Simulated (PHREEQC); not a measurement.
A solution holds 0.0016 mol H3PO4 and 0.0029 mol HCl per kg of water, at 42 °C. Closed to the air; pH follows from the charge balance.

Model: ion-association model, phreeqc.dat, run in PHREEQC.

```yaml
pH: 2.44
ionic_strength: 0.00390 mol/kgw
specific_conductance: 2180 µS/cm
total_alkalinity: -4.50 meq/kg
```

```csv
species,molality,activity,log γ
H+,0.00390,0.00365,-0.028
Cl-,0.00290,0.00270,-0.030
H2PO4-,0.000995,0.000929,-0.030
H3PO4,0.000605,0.000606,0.000
HPO4-2,2.27e-8,1.73e-8,-0.119
```

Precipitation was switched off in this run. Complexes and solids missing from the database can't appear. Constants without temperature data keep their 25 °C values here.
